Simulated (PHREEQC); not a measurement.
Make-up at 25 °C: 5.7 mmol/kgw K2SO4. Closed to the air; pH follows from the charge balance.

All values are PHREEQC results (ion-association model, phreeqc.dat), not measurements.

| quantity | before | after |
|---|---|---|
| ionic strength (mol/kgw) | 0.0166 | 0.0165 |
| SO4-2 (mol/kgw) | 0.00544 | 0.00538 |
| KSO4- (mol/kgw) | 0.000256 | 0.000319 |
| HSO4- (mol/kgw) | 3.22e-8 | 7.25e-8 |

Task: Which change was made?
A. temperature from 25 to 40 °C
B. temperature from 25 to 85 °C
C. temperature from 25 to 45 °C
D. temperature from 25 to 70 °C
E. K2SO4 from 0.0057 to 0.0285 mol/kgw

Result: A, temperature from 25 to 40 °C

No solid was allowed to form. At this temperature some constants are extrapolated from 25 °C, and those without enthalpy data are left unchanged.
